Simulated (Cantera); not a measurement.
An adiabatic, constant-pressure homogeneous reactor starts with 5.21 % CH4, 1.20 % CO, 19.7 % O2, 73.9 % N2, equivalence ratio 0.56, at 1675 K and 1.01 bar.

Model: GRI-Mech 3.0 (53 species, 325 reactions), integrated in Cantera.

One state of this run: T (K) = 2583; x CH4 = <1e-12; x CO = 0.0106; x O2 = 0.0788; x OH = 0.0140; x C2H = <1e-12; x CH2O = 1.24e-11. x: mole fraction; the columns are a selection and need not sum to one.

### Question
Which value of t (s) does it belong to?
(A) 3.00e-6
(B) 0.000144
(C) 6.00
(D) 5.46e-5

### Answer
C, 6.00
